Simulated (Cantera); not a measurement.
Input: 1 mol Si, 0.83 mol Cl2, 1.9 mol H2, at 1 atm.

Method: chemical equilibrium by Gibbs-energy minimisation in Cantera with the NASA 1993 tables (ideal gas, pure condensed phases). Candidate condensed phases: Si; 19 gas species. The tables' values for SiCl3 are old estimates; treat these amounts as uncertain. The numbers say what is thermodynamically allowed, not how fast it happens. All values below are at 825 K.

Base state: H2 0.798, SiCl4 0.130, SiHCl3 0.0678, SiH2Cl2 0.00299, HCl 0.00189, SiCl3 8.52e-5, SiH3Cl 3.09e-5 (mole fractions); condensed: Si(s).

Task: What changes in the equilibrium state with this change: Cl2 from 0.83 to 0.53 mol?

Result: 
```json
[
 {"species": "H2", "before": "0.798", "after": "0.861"},
 {"species": "SiCl4", "before": "0.130", "after": "0.0841"},
 {"species": "SiHCl3", "before": "0.0678", "after": "0.0509"},
 {"species": "SiCl3", "before": "8.52e-5", "after": "6.16e-5"},
 {"species": "SiH2Cl2", "before": "0.00299", "after": "0.00260"},
 {"species": "HCl", "before": "0.00189", "after": "0.00176"},
 {"species": "Si(s), mol", "before": "0.544", "after": "0.706"}
]
```
